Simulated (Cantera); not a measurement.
An adiabatic, constant-pressure homogeneous reactor starts with CO : H₂ : CH₄ : O₂ : N₂ = 1 : 0.049 : 1.1 : 8.26 : 31 (molar parts), equivalence ratio 0.33, at 1550 K and 3750 Torr. Integrator tolerance rtol = 1e-08.

Cantera simulation using GRI-Mech 3.0 (53 species, 325 reactions); the numbers are that mechanism's predictions, not measurements.

### Question
What does this change do: 3.7 parts CO2 added?

### Answer
```json
[
 {"quantity": "time of steepest temperature rise", "before": "0.114 ms", "after": "0.128 ms"},
 {"quantity": "temperature at 2.00 s", "before": "2260 K", "after": "2178 K"},
 {"quantity": "equilibrium temperature", "before": "2260 K", "after": "2178 K"},
 {"quantity": "x(CO) at 2.00 s", "before": "0.000570 (gas-phase equilibrium 0.000570)", "after": "0.000869 (gas-phase equilibrium 0.000869)"},
 {"quantity": "x(H₂) at 2.00 s", "before": "0.000110 (gas-phase equilibrium 0.000110)", "after": "6.39e-5 (gas-phase equilibrium 6.39e-5)"},
 {"quantity": "x(CH₄) at 2.00 s", "before": "<1e-12 (gas-phase equilibrium <1e-12)", "after": "<1e-12 (gas-phase equilibrium <1e-12)"},
 {"quantity": "x(N₂O) at 2.00 s", "before": "1.34e-6 (gas-phase equilibrium 1.34e-6)", "after": "9.92e-7 (gas-phase equilibrium 9.92e-7)"},
 {"quantity": "x(CH₂) at 2.00 s", "before": "<1e-12 (gas-phase equilibrium <1e-12)", "after": "<1e-12 (gas-phase equilibrium <1e-12)"}
]
```
